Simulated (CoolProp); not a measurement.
Vapour-liquid equilibrium of C3F8 (R218) (1) + c-C4F8 (RC318) (2) at 191 kPa; x and y are mole fractions of (1).

The numbers come from the multi-fluid Helmholtz-energy mixture model, Lemmon 2006 and Platzer 1990; pair parameters Bell 2016 in CoolProp. This equation is an older, rougher fit; its heat capacities, sound speeds and derivatives of the liquid may be far off and weren't checked against measurements.

```json
[
 {"x": "0.05", "bubble temperature, mixture model (K)": "282.9", "bubble temperature, Raoult's law (K)": "280.9", "y, mixture model": "0.076", "y, Raoult's law": "0.139"},
 {"x": "0.125", "bubble temperature, mixture model (K)": "281.3", "bubble temperature, Raoult's law (K)": "277.2", "y, mixture model": "0.201", "y, Raoult's law": "0.309"},
 {"x": "0.2", "bubble temperature, mixture model (K)": "279.2", "bubble temperature, Raoult's law (K)": "273.9", "y, mixture model": "0.331", "y, Raoult's law": "0.444"},
 {"x": "0.275", "bubble temperature, mixture model (K)": "276.7", "bubble temperature, Raoult's law (K)": "270.8", "y, mixture model": "0.458", "y, Raoult's law": "0.553"},
 {"x": "0.35", "bubble temperature, mixture model (K)": "273.8", "bubble temperature, Raoult's law (K)": "268.1", "y, mixture model": "0.575", "y, Raoult's law": "0.642"},
 {"x": "0.425", "bubble temperature, mixture model (K)": "270.8", "bubble temperature, Raoult's law (K)": "265.6", "y, mixture model": "0.676", "y, Raoult's law": "0.715"},
 {"x": "0.5", "bubble temperature, mixture model (K)": "267.8", "bubble temperature, Raoult's law (K)": "263.2", "y, mixture model": "0.760", "y, Raoult's law": "0.775"},
 {"x": "0.575", "bubble temperature, mixture model (K)": "264.8", "bubble temperature, Raoult's law (K)": "261.1", "y, mixture model": "0.827", "y, Raoult's law": "0.826"},
 {"x": "0.65", "bubble temperature, mixture model (K)": "261.9", "bubble temperature, Raoult's law (K)": "259.1", "y, mixture model": "0.879", "y, Raoult's law": "0.869"},
 {"x": "0.725", "bubble temperature, mixture model (K)": "259.2", "bubble temperature, Raoult's law (K)": "257.2", "y, mixture model": "0.920", "y, Raoult's law": "0.905"},
 {"x": "0.8", "bubble temperature, mixture model (K)": "256.8", "bubble temperature, Raoult's law (K)": "255.5", "y, mixture model": "0.950", "y, Raoult's law": "0.936"},
 {"x": "0.875", "bubble temperature, mixture model (K)": "254.6", "bubble temperature, Raoult's law (K)": "253.9", "y, mixture model": "0.973", "y, Raoult's law": "0.963"},
 {"x": "0.95", "bubble temperature, mixture model (K)": "252.6", "bubble temperature, Raoult's law (K)": "252.4", "y, mixture model": "0.991", "y, Raoult's law": "0.986"}
]
```

The largest gap from Raoult's law is +5.9 K in bubble temperature, at x = 0.275. No azeotrope shows between x = 0.05 and 0.95.

Pair parameters are fitted to limited data, so mixtures are less certain than the pure fluids.
